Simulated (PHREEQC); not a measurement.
HCl is added in steps, without added water, to 1 kg of water holding 0.0036 mol NaH2PO4 and 4.7e-05 mol H3AsO4, at 70 °C. O2 is buffered at 0.21 atm. CO2 is held at log p = -3.4 (atm). Nothing may precipitate in this run.

Base run: PHREEQC, ion-association model, wateq4f.dat. Each further column changes one thing. The table gives H3AsO4 (mol/kgw).

```
HCl added (mol)     base  Debye-Hückel limiting law  all activity coefficients set to 1  metal-ligand complexes left out  Davies equation for every ion
---------------  -------  -------------------------  ----------------------------------  -------------------------------  -----------------------------
0                3.92e-7                    3.90e-7                             4.10e-7                          3.92e-7                        3.91e-7
0.0018           1.05e-5                    1.04e-5                             1.14e-5                          1.05e-5                        1.04e-5
0.0027           1.43e-5                    1.42e-5                             1.55e-5                          1.43e-5                        1.43e-5
0.0045           2.03e-5                    2.01e-5                             2.20e-5                          2.03e-5                        2.02e-5
0.0063           2.46e-5                    2.43e-5                             2.66e-5                          2.46e-5                        2.45e-5
0.0072           2.63e-5                    2.59e-5                             2.83e-5                          2.63e-5                        2.62e-5
0.009            2.91e-5                    2.86e-5                             3.12e-5                          2.91e-5                        2.89e-5
0.0108           3.12e-5                    3.07e-5                             3.33e-5                          3.12e-5                        3.11e-5
0.0117           3.21e-5                    3.16e-5                             3.42e-5                          3.21e-5                        3.19e-5
0.0135           3.36e-5                    3.30e-5                             3.57e-5                          3.36e-5                        3.34e-5
0.0153           3.48e-5                    3.42e-5                             3.69e-5                          3.48e-5                        3.46e-5
0.0162           3.53e-5                    3.47e-5                             3.74e-5                          3.53e-5                        3.52e-5
0.018            3.63e-5                    3.56e-5                             3.83e-5                          3.63e-5                        3.61e-5
```

H3PO4, which wateq4f.dat lacks, is added to it with the constant of phreeqc.dat. Away from 25 °C the constants follow the database's enthalpies or fits; those with neither stay at their 25 °C values.
